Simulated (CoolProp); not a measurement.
Carbon monoxide along the isobar 15 MPa: fugacity coefficient from the reference equation and from simpler models built on Tc = -140.3 °C, pc = 3.498 MPa, ω = 0.050; each cubic takes its own stable root.

Model: reference Helmholtz-energy equation of state, Lemmon 2006, in CoolProp. It is a short technical equation, of lower accuracy than the large ones.

| T (°C) | phase | reference | van der Waals | Soave-Redlich-Kwong |
|---|---|---|---|---|
| -143.95 | liquid | 0.2359 | 0.3011 | 0.2422 |
| -133.35 | supercritical | 0.3190 | 0.3651 | 0.3286 |
| -122.85 | supercritical | 0.4040 | ___ | ___ |
| -112.25 | supercritical | ___ | 0.4890 | 0.5035 |
| -101.75 | supercritical | 0.5645 | 0.5463 | 0.5828 |
| -91.15 | supercritical | ___ | 0.5999 | 0.6541 |
| -80.65 | supercritical | ___ | 0.6483 | 0.7157 |
| -70.05 | supercritical | 0.7459 | 0.6923 | 0.7691 |
| -59.55 | supercritical | 0.7902 | 0.7311 | 0.8144 |
| -48.95 | supercritical | 0.8284 | 0.7657 | 0.8533 |
| -38.45 | supercritical | 0.8608 | 0.7960 | 0.8862 |
| -27.85 | supercritical | 0.8889 | 0.8229 | ___ |
| -17.35 | supercritical | 0.9128 | ___ | 0.9385 |
| -6.75 | supercritical | 0.9336 | 0.8673 | 0.9591 |
| 3.75 | supercritical | 0.9514 | 0.8856 | 0.9766 |

### Question
What belongs in the gaps?

### Answer

- -122.85, van der Waals: 0.4278
- -122.85, Soave-Redlich-Kwong: 0.4169
- -112.25, reference: 0.4876
- -91.15, reference: 0.6338
- -80.65, reference: 0.6938
- -27.85, Soave-Redlich-Kwong: 0.9145
- -17.35, van der Waals: 0.8464
